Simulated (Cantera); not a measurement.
Input: 1 mol SiF₄, 0.04 mol C₃H₈, a varied amount of H₂, held at 1098.15 K and 750 Torr.

Cantera equilibrium calculation (NASA polynomials, part measured and part estimated; ideal gas, pure solids and liquids). Candidate condensed phases: C, C₆H₆, C₇H₈, C₈H₁₈, Si, SiC; 113 gas species. The tables' values for SiF₃ are old estimates; treat these amounts as uncertain. Equilibrium is a limit: real reactors are often held back by kinetics, nucleation or transport.

log p: log10 of the partial pressure in bar; nothing condenses.

| n(H₂) (mol) | log p H₂ | log p SiF₄ | log p CH₄ | log p HF | log p SiHF₃ |
|---|---|---|---|---|---|
| 34 | -0.01 | -1.55 | -2.47 | -3.29 | -3.31 |
| 57 | -0.01 | -1.77 | -2.68 | -3.40 | -3.42 |
| 93 | -0.01 | … | … | … | … |
| 150 | 0.00 | -2.20 | -3.10 | -3.60 | -3.63 |
| 250 | 0.00 | -2.42 | -3.32 | -3.71 | -3.74 |
| 420 | 0.00 | … | … | … | … |
| 690 | 0.00 | -2.87 | -3.76 | -3.93 | -3.97 |
| 1100 | 0.00 | -3.09 | -3.96 | -4.03 | -4.08 |
| 1900 | 0.00 | -3.34 | -4.20 | -4.15 | -4.22 |

Q: Fill in the missing entries.

A: 
- 93, log p SiF₄: -1.99
- 93, log p CH₄: -2.89
- 93, log p HF: -3.50
- 93, log p SiHF₃: -3.52
- 420, log p SiF₄: -2.65
- 420, log p CH₄: -3.55
- 420, log p HF: -3.82
- 420, log p SiHF₃: -3.86
